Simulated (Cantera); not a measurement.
Feed: 1 mol C3H6, 0.025 mol O2, 1.7 mol H2, equilibrated at 18000 Torr.

Method: chemical equilibrium by Gibbs-energy minimisation in Cantera with the NASA 1993 tables (ideal gas, pure condensed phases). Candidate condensed phases: C, C6H6, C7H8, C8H18, H2O; 110 gas species. Kinetics and transport are ignored.

Q: At 2248 K, list the 4 most abundant gas species with their mole fractions, and the condensed phases.

A: H2 0.979, CO 0.0106, CH4 0.00546, C2H2 (acetylene) 0.00324. Condensed: C(graphite).
